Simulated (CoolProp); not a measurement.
Vapour-liquid equilibrium of R1234yf (1) + R152A (2) at -63.65 °C; x and y are mole fractions of (1).

Model: multi-fluid Helmholtz-energy mixture model, Lemmon 2022 and Outcalt 1996; pair parameters Bell 2023, in CoolProp.

**Question.** Give the bubble pressure and the first vapour's composition at x = 0.2, 0.35, 0.8. Is there an azeotrope?

**Answer.** x = 0.2: 13.97 kPa, y = 0.307; x = 0.35: 14.96 kPa, y = 0.452; x = 0.8: 16.51 kPa, y = 0.820. No azeotrope shows between x = 0.05 and 0.95.

The pair parameters rest on a limited set of measurements; away from them the model extrapolates.
